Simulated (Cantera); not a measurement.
A closed system holds: 1 mol SiCl₄, 2.2 mol HCl, 4 mol H₂, at 1350 K and 0.100 bar.

Method: chemical equilibrium by Gibbs-energy minimisation in Cantera with the NASA 1993 tables (ideal gas, pure condensed phases). The tables' values for SiCl₃ are old estimates; treat these amounts as uncertain. Equilibrium is a limit: real reactors are often held back by kinetics, nucleation or transport.

| species | before | after |
|---|---|---|
| H₂ | 0.511 | 0.791 |
| HCl | 0.353 | 0.116 |
| SiCl₂ | 0.0148 | 0.0478 |
| SiCl₄ | 0.0960 | 0.0217 |
| SiCl₃ | 0.0169 | 0.0144 |
| SiH₂Cl₂ | 9.63e-5 | 0.000483 |
| SiHCl₃ | 0.00796 | 0.00848 |
| Si(s), mol | 0 | 0.445 |
Gas species are given as mole fractions.

Problem. What was changed between the two runs?
A. H₂ from 4 to 0.4 mol
B. temperature from 1350 K to 1125 K
C. SiCl₄ replaced by Si
D. temperature from 1350 K to 1325 K

Solution. C, SiCl₄ replaced by Si
